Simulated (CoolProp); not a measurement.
Saturation properties of R142b (Tc = 410.3 K, pc = 4055 kPa, ω = 0.232).

Model: reference Helmholtz-energy equation of state, Lemmon 2006, in CoolProp. It is a short technical equation, of lower accuracy than the large ones.

| T (K) | p (kPa) | liquid density (kg/m³) | vapour density (kg/m³) | enthalpy of vaporisation (kJ/kg) | liquid cp (kJ/(kg K)) | vapour viscosity (µPa s) |
|---|---|---|---|---|---|---|
| 319.6 | 622.1 | 1054 | 27.40 | 186.5 | 1.380 | 11.0 |
| 321.6 | 655.6 | 1049 | 28.87 | 184.9 | 1.388 | 11.1 |
| 323.7 | 692.2 | 1043 | 30.48 | 183.2 | 1.395 | 11.2 |
| 325.7 | 728.4 | 1037 | 32.09 | 181.6 | 1.403 | 11.3 |
| 327.8 | 768.0 | 1031 | 33.84 | 179.9 | 1.411 | 11.4 |
| 329.8 | 807.1 | 1025 | 35.59 | 178.2 | 1.419 | 11.5 |
| 331.9 | 849.7 | 1019 | 37.51 | 176.4 | 1.428 | 11.6 |
| 333.9 | 891.9 | 1013 | 39.42 | 174.6 | 1.437 | 11.7 |
| 336 | 937.8 | 1006 | 41.51 | 172.8 | 1.446 | 11.8 |
| 338 | 983.1 | 1000.0 | 43.59 | 170.9 | 1.455 | 12.0 |
| 340.1 | 1032 | 993.4 | 45.87 | 169.0 | 1.466 | 12.1 |
| 342.1 | 1081 | 987.0 | 48.15 | 167.1 | 1.476 | 12.2 |
| 344.2 | 1134 | 980.2 | 50.64 | 165.1 | 1.487 | 12.3 |
| 346.3 | 1189 | 973.2 | 53.25 | 163.0 | 1.498 | 12.4 |

It boils at 264.0 K under 1 atm.

Viscosity comes from a separate model (Huber 2003), an estimate that may be off by 10 % or more.
